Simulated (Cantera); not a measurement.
**Premixed flame**

A freely propagating, adiabatic, planar premixed flame of C₂H₆ : O₂ : N₂ : CO₂ = 1 : 4.93 : 24.2 : 0.37 (molar parts), equivalence ratio 0.71, unburnt at 600 K and 0.276 atm; mixture-averaged transport, grid criteria slope 0.08 and curve 0.16, no radiation.

Cantera simulation using GRI-Mech 3.0 (53 species, 325 reactions); the numbers are that mechanism's predictions, not measurements. Burning velocities carry a grid error of a few per cent, more on coarse grids.

```json
[
 {"z (mm)": "-4.38", "T (K)": "600", "u (m/s)": "0.799", "x C₂H₆": "0.0328", "x O₂": "0.162", "x H₂O₂": "1.09e-7", "x H₂O": "7.12e-5", "x CO": "7.75e-6", "x OH": "<1e-8"},
 {"z (mm)": "-2.92", "T (K)": "604", "u (m/s)": "0.804", "x C₂H₆": "0.0327", "x O₂": "0.161", "x H₂O₂": "1.40e-6", "x H₂O": "0.000657", "x CO": "0.000100", "x OH": "<1e-8"},
 {"z (mm)": "-2.19", "T (K)": "612", "u (m/s)": "0.817", "x C₂H₆": "0.0326", "x O₂": "0.160", "x H₂O₂": "4.79e-6", "x H₂O": "0.00196", "x CO": "0.000350", "x OH": "<1e-8"},
 {"z (mm)": "-1.46", "T (K)": "656", "u (m/s)": "0.880", "x C₂H₆": "0.0316", "x O₂": "0.156", "x H₂O₂": "2.11e-5", "x H₂O": "0.00752", "x CO": "0.00174", "x OH": "3.94e-8"},
 {"z (mm)": "-0.730", "T (K)": "900", "u (m/s)": "1.22", "x C₂H₆": "0.0233", "x O₂": "0.135", "x H₂O₂": "6.21e-5", "x H₂O": "0.0312", "x CO": "0.0105", "x OH": "1.52e-5"},
 {"z (mm)": "-0.365", "T (K)": "1178", "u (m/s)": "1.62", "x C₂H₆": "0.0111", "x O₂": "0.109", "x H₂O₂": "4.33e-5", "x H₂O": "0.0545", "x CO": "0.0222", "x OH": "0.000138"},
 {"z (mm)": "0", "T (K)": "1457", "u (m/s)": "2.02", "x C₂H₆": "0.00102", "x O₂": "0.0793", "x H₂O₂": "3.56e-6", "x H₂O": "0.0769", "x CO": "0.0340", "x OH": "0.00135"},
 {"z (mm)": "0.365", "T (K)": "1556", "u (m/s)": "2.16", "x C₂H₆": "5.03e-6", "x O₂": "0.0630", "x H₂O₂": "2.80e-7", "x H₂O": "0.0857", "x CO": "0.0313", "x OH": "0.00325"},
 {"z (mm)": "0.730", "T (K)": "1586", "u (m/s)": "2.19", "x C₂H₆": "<1e-8", "x O₂": "0.0570", "x H₂O₂": "2.61e-7", "x H₂O": "0.0873", "x CO": "0.0242", "x OH": "0.00404"},
 {"z (mm)": "1.46", "T (K)": "1627", "u (m/s)": "2.24", "x C₂H₆": "<1e-8", "x O₂": "0.0526", "x H₂O₂": "2.26e-7", "x H₂O": "0.0871", "x CO": "0.0157", "x OH": "0.00458"},
 {"z (mm)": "2.92", "T (K)": "1680", "u (m/s)": "2.30", "x C₂H₆": "<1e-8", "x O₂": "0.0499", "x H₂O₂": "1.68e-7", "x H₂O": "0.0881", "x CO": "0.0101", "x OH": "0.00475"},
 {"z (mm)": "5.84", "T (K)": "1740", "u (m/s)": "2.37", "x C₂H₆": "<1e-8", "x O₂": "0.0483", "x H₂O₂": "1.11e-7", "x H₂O": "0.0907", "x CO": "0.00728", "x OH": "0.00444"},
 {"z (mm)": "11.7", "T (K)": "1793", "u (m/s)": "2.44", "x C₂H₆": "<1e-8", "x O₂": "0.0470", "x H₂O₂": "6.92e-8", "x H₂O": "0.0934", "x CO": "0.00480", "x OH": "0.00372"}
]
```
x: mole fraction of selected species; z is measured from the peak of heat release.

* **laminar burning velocity**: 79.8 cm/s
* **thermal thickness**: 1.46 mm
* **peak x(H₂O₂)**: 6.26e-5
* **peak x(CO)**: 0.0347
* **peak x(OH)**: 0.00475
* **grid points**: 132
